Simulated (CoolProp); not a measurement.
R21 along the isotherm 199.85 °C: fugacity coefficient from the reference equation and from simpler models built on Tc = 179.6 °C, pc = 5289 kPa, ω = 0.206; each cubic takes its own stable root.

Computed with CoolProp (reference Helmholtz-energy equation of state, Platzer 1990). This equation is an older, rougher fit; its heat capacities, sound speeds and derivatives of the liquid may be far off and weren't checked against measurements.

| p (kPa) | phase | reference |
|---|---|---|
| 567 | gas | 0.9693 |
| 1130 | gas | 0.9389 |
| 1700 | gas | 0.9083 |
| 2270 | gas | 0.8778 |
| 2830 | gas | 0.8479 |
| 3400 | gas | 0.8175 |
| 3970 | gas | 0.7870 |
| 4530 | gas | 0.7569 |
| 5100 | gas | 0.7259 |
| 5670 | supercritical | 0.6945 |
| 6230 | supercritical | 0.6629 |
| 6800 | supercritical | 0.6298 |
| 7370 | supercritical | 0.5974 |
| 7930 | supercritical | 0.5679 |

Task: How far does each simpler model (Redlich-Kwong, Soave-Redlich-Kwong, Peng-Robinson) lie from the reference over these 14 states: mean and median of the absolute difference, and the worst?

Result: 
- Redlich-Kwong: mean 0.3 %, median 0.3 %, worst -0.5 % at 199.85 °C and 3970 kPa
- Soave-Redlich-Kwong: mean 0.5 %, median 0.2 %, worst +1.9 % at 199.85 °C and 7930 kPa
- Peng-Robinson: mean 2.2 %, median 2.5 %, worst -3.0 % at 199.85 °C and 6230 kPa
